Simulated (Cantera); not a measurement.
Charge: 1 mol Hg, 2.9 mol N₂, equilibrated at 823 K and 1330 Pa.

Equilibrium computed with Cantera from the NASA thermochemical tables; the gas is ideal and each condensed phase is pure. Candidate condensed phases: Hg; 3 gas species. The numbers say what is thermodynamically allowed, not how fast it happens.

Base state: N₂ 0.744, Hg 0.256 (mole fractions); condensed: gas only.

What changes in the equilibrium state with this change: Hg replaced by Fe(CO)₅?


| species | before | after |
|---|---|---|
| CO | 0 | 0.453 |
| N₂ | 0.744 | 0.415 |
| CO₂ | 0 | 0.131 |
| Hg | 0.256 | 0 |
| C(graphite), mol | 0 | 0.917 |
| Fe(α), mol | 0 | 1.00 |
Condensed phases not in the tables: cementite and carbon dissolved in iron. Further candidate phases: C, Fe, Fe(CO)₅, FeO, Fe₂O₃, Fe₃O₄.
